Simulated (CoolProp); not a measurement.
Properties of R245fa along the isobar 3.78 MPa.

The numbers come from the reference Helmholtz-energy equation of state, Akasaka 2015 in CoolProp.

```tsv
T (K)	phase	speed of sound (m/s)	viscosity (µPa s)
214.6	liquid	1050	1380
233.3	liquid	965.0	985
252.1	liquid	882.4	741
270.8	liquid	803.9	577
289.6	liquid	728.3	459
308.3	liquid	655.5	370
327.1	liquid	583.4	300
345.8	liquid	511.3	244
```

Viscosity comes from a separate model (Bell 2016), an estimate that may be off by 10 % or more.
